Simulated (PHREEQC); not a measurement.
0.94 g of hydrous ferric oxide (600 m²/g; 0.2 weak and 0.005 strong sites per Fe, Dzombak-Morel constants, diffuse double layer) in 1 kg of water with 0.01 mol/kgw of an inert sodium salt and 4.6e-06 mol/kgw ZnSO4 and 0.0024 mol/kgw NaH2PO4, at 25 °C; the pH is set by adding NaOH or the inert anion's acid. O2 is buffered at 0.21 atm. The system is closed to CO2. Nothing may precipitate in this run.

Computed with PHREEQC (ion-association model, wateq4f.dat).

```json
[
 {"pH": "3", "S sorbed (%)": "0.3", "Zn sorbed (%)": "0.0", "P sorbed (%)": "86.1", "surface charge σ (C/m²)": "0.014", "surface potential ψ (mV)": "47"},
 {"pH": "3.5", "S sorbed (%)": "0.2", "Zn sorbed (%)": "0.0", "P sorbed (%)": "85.8", "surface charge σ (C/m²)": "0.011", "surface potential ψ (mV)": "40"},
 {"pH": "4", "S sorbed (%)": "0.1", "Zn sorbed (%)": "(withheld)", "P sorbed (%)": "85.1", "surface charge σ (C/m²)": "0.008", "surface potential ψ (mV)": "29"},
 {"pH": "4.5", "S sorbed (%)": "0.1", "Zn sorbed (%)": "1.7", "P sorbed (%)": "83.6", "surface charge σ (C/m²)": "0.004", "surface potential ψ (mV)": "15"},
 {"pH": "5", "S sorbed (%)": "0.0", "Zn sorbed (%)": "14.5", "P sorbed (%)": "81.3", "surface charge σ (C/m²)": "0.000", "surface potential ψ (mV)": "-1"},
 {"pH": "5.5", "S sorbed (%)": "0.0", "Zn sorbed (%)": "61.9", "P sorbed (%)": "(withheld)", "surface charge σ (C/m²)": "-0.005", "surface potential ψ (mV)": "-17"},
 {"pH": "6", "S sorbed (%)": "0.0", "Zn sorbed (%)": "94.0", "P sorbed (%)": "73.6", "surface charge σ (C/m²)": "-0.009", "surface potential ψ (mV)": "-34"},
 {"pH": "6.5", "S sorbed (%)": "0.0", "Zn sorbed (%)": "99.4", "P sorbed (%)": "68.0", "surface charge σ (C/m²)": "-0.015", "surface potential ψ (mV)": "-50"},
 {"pH": "7", "S sorbed (%)": "0.0", "Zn sorbed (%)": "99.9", "P sorbed (%)": "60.9", "surface charge σ (C/m²)": "-0.020", "surface potential ψ (mV)": "-62"},
 {"pH": "7.5", "S sorbed (%)": "0.0", "Zn sorbed (%)": "100.0", "P sorbed (%)": "53.1", "surface charge σ (C/m²)": "-0.025", "surface potential ψ (mV)": "-71"},
 {"pH": "8", "S sorbed (%)": "0.0", "Zn sorbed (%)": "100.0", "P sorbed (%)": "45.0", "surface charge σ (C/m²)": "(withheld)", "surface potential ψ (mV)": "-77"},
 {"pH": "8.5", "S sorbed (%)": "0.0", "Zn sorbed (%)": "100.0", "P sorbed (%)": "35.4", "surface charge σ (C/m²)": "-0.034", "surface potential ψ (mV)": "-83"},
 {"pH": "9", "S sorbed (%)": "0.0", "Zn sorbed (%)": "100.0", "P sorbed (%)": "24.2", "surface charge σ (C/m²)": "-0.040", "surface potential ψ (mV)": "-89"}
]
```

Task: What belongs in the gaps?

Result: 
- 4, Zn sorbed (%): 0.2
- 5.5, P sorbed (%): 78.0
- 8, surface charge σ (C/m²): -0.029

H3PO4, which wateq4f.dat lacks, is added to it with the constant of phreeqc.dat. The database has no phosphate complexes of Zn. The oxide is taken as insoluble; below pH 4 it would dissolve.
